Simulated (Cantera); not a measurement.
A closed system holds: 1 mol Si(CH3)4, 0.061 mol C2H4, 18 mol H2, equilibrated at 923.15 K and 2.80 mbar.

Method: chemical equilibrium by Gibbs-energy minimisation in Cantera with the NASA 1993 tables (ideal gas, pure condensed phases). Candidate condensed phases: C, C6H6, C7H8, C8H18, Si, SiC; 87 gas species. Rates play no part.

Task: What is the equilibrium state?

Result: 
```json
{
 "x(H2)": "0.999",
 "x(CH4)": "0.000649",
 "n(C(graphite))": "3.11 mol",
 "n(SiC(s))": "1.00 mol",
 "gas_amount": "24.11 mol",
 "log10 activity of Si(s) (absent)": "-3.73"
}
```
